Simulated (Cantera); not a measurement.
A freely propagating, adiabatic, planar premixed flame of CH4 : C2H6 : O2 : N2 : CO2 = 1 : 0.38 : 3.33 : 12.5 : 3.3 (molar parts), equivalence ratio 1.0, unburnt at 575 K and 0.880 bar; multicomponent transport, grid criteria slope 0.08 and curve 0.16, no radiation.

Computed with Cantera and GRI-Mech 3.0 (53 species, 325 reactions). Burning velocities carry a grid error of a few per cent, more on coarse grids.

Question: Predict: laminar burning velocity; thermal thickness; peak x(HCO); peak x(CH3).

Answer: 
| Property | Result |
|---|---|
| laminar burning velocity | 50.8 cm/s |
| thermal thickness | 0.678 mm |
| peak x(HCO) | 2.37e-5 |
| peak x(CH3) | 0.00129 |
